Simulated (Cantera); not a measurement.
**Equilibrium for carbothermic reduction: Fe₂O₃ + CH₄ + CO**

Charge: 1 mol Fe₂O₃, 0.4 mol CH₄, 0.011 mol CO, at 27.0 Torr.

Method: chemical equilibrium by Gibbs-energy minimisation in Cantera with the NASA 1993 tables (ideal gas, pure condensed phases). Candidate condensed phases: C, C₆H₆, C₇H₈, C₈H₁₈, Fe, Fe(CO)₅, FeO, Fe(OH)₂, Fe(OH)₃, Fe₂O₃, Fe₃O₄, H₂O; 114 gas species. The tables' stoichiometric FeO is somewhat more stable than real wüstite, so its field is too wide. FeO: taken at fixed stoichiometry. Equilibrium is a limit: real reactors are often held back by kinetics, nucleation or transport.

| T (K) | x H₂O | x H₂ | x CO | x CO₂ | x Fe | x H | n FeO(l) |
|---|---|---|---|---|---|---|---|
| 1973 | 0.405 | 0.250 | 0.248 | 0.0896 | 0.00215 | 0.00356 | 2.00 |
| 2023 | 0.407 | 0.246 | 0.249 | 0.0881 | 0.00373 | 0.00497 | 2.00 |
| 2073 | 0.408 | 0.241 | 0.249 | 0.0868 | 0.00625 | 0.00681 | 1.99 |
| 2123 | 0.409 | 0.235 | 0.248 | 0.0860 | 0.0101 | 0.00916 | 1.99 |
| 2173 | 0.410 | 0.227 | 0.245 | 0.0856 | 0.0159 | 0.0121 | 1.98 |
| 2223 | 0.411 | 0.216 | 0.241 | 0.0858 | 0.0240 | 0.0157 | 1.97 |
| 2273 | 0.411 | 0.202 | 0.235 | 0.0865 | 0.0351 | 0.0199 | 1.95 |
| 2323 | 0.409 | 0.186 | 0.227 | 0.0879 | 0.0494 | 0.0248 | 1.93 |
x: gas mole fraction; n: condensed amount in mol.

From 1973 K to 2323 K the condensed part is FeO(l). The main Fe-bearing gas is Fe throughout. The share of Fe in condensed phases is highest at 1973 K (99.9 %) and lowest at 2323 K (96.5 %).
